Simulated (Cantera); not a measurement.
Input: 1 mol Cu2O, 1.3 mol C, 0.94 mol N2, held at 0.133 bar.

These are equilibrium values from Cantera (NASA tables, ideal gas, pure condensed phases), not measurements of a reactor. Candidate condensed phases: C, Cu, CuO, Cu2O; 27 gas species. Rates play no part.

Problem. At 1677 °C, list the 4 most abundant gas species with their mole fractions, and the condensed phases.

Solution. CO 0.505, N2 0.475, Cu 0.0200, Cu2 6.95e-5. Condensed: C(graphite) + Cu(l).
